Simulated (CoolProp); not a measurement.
The numbers come from the reference Helmholtz-energy equation of state, Tillner-Roth 1997 in CoolProp.

**Question.** Give the vapour pressure (bar), liquid density (kg/m³), vapour Z, surface tension (mN/m) of saturated CH2F2 (R32) at 248.9 K.

**Answer.** 
```
T (K)  p (bar)  liquid density (kg/m³)  vapour Z  surface tension (mN/m)
-----  -------  ----------------------  --------  ----------------------
248.9     3.45                    1130     0.909                    15.4
```

Surface tension comes from a separate correlation (Mulero 2012).
